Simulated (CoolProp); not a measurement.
Aqueous propylene glycol as a coolant, 59 % by mass, freezing at -47.9 °C, 1 atm.

Computed with CoolProp (Melinder's fits for secondary coolants).

| T (°C) | viscosity (mPa s) | conductivity (W/(m K)) | cp (kJ/(kg K)) | density (kg/m³) |
|---|---|---|---|---|
| -24.3 | [?] | 0.309 | 3.162 | 1068 |
| -19.6 | 128 | 0.311 | 3.183 | 1066 |
| -14.9 | 85.5 | 0.313 | 3.204 | 1064 |
| -10.2 | 58.5 | 0.315 | 3.225 | 1061 |
| -5.5 | 41.1 | 0.316 | 3.246 | [?] |
| -0.7 | 29.4 | 0.318 | [?] | [?] |
| 4 | 21.6 | 0.320 | 3.288 | 1053 |
| 8.7 | 16.3 | 0.322 | 3.309 | 1050 |
| 13.4 | 12.5 | 0.323 | 3.330 | [?] |
| 18.2 | 9.75 | 0.325 | [?] | 1044 |
| 22.9 | 7.78 | 0.327 | 3.372 | 1041 |
| 27.6 | 6.32 | 0.328 | 3.393 | 1037 |
| 32.3 | 5.21 | 0.330 | 3.414 | 1034 |
| 37 | [?] | 0.332 | 3.435 | 1031 |

Q: Complete the blanks.

A: 
- -24.3, viscosity (mPa s): 198
- -5.5, density (kg/m³): 1059
- -0.7, cp (kJ/(kg K)): 3.267
- -0.7, density (kg/m³): 1056
- 13.4, density (kg/m³): 1047
- 18.2, cp (kJ/(kg K)): 3.351
- 37, viscosity (mPa s): 4.36
